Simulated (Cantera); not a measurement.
# Ignition delay

Mixture: 10.4 % CH₄, 18.8 % O₂, 70.8 % N₂, at 10.0 bar, adiabatic and at constant volume. Ignition delay is the time to a rise of 400 K.

Model: GRI-Mech 3.0 (53 species, 325 reactions), integrated in Cantera.

```json
[
 {"T0 (K)": "1250", "delay (ms)": "2.57"},
 {"T0 (K)": "1300", "delay (ms)": "1.44"},
 {"T0 (K)": "1350", "delay (ms)": "0.831"},
 {"T0 (K)": "1400", "delay (ms)": "0.489"},
 {"T0 (K)": "1450", "delay (ms)": "0.294"},
 {"T0 (K)": "1500", "delay (ms)": "0.181"},
 {"T0 (K)": "1550", "delay (ms)": "0.113"}
]
```

The apparent activation energy between 1450 and 1550 K is 180 kJ/mol.
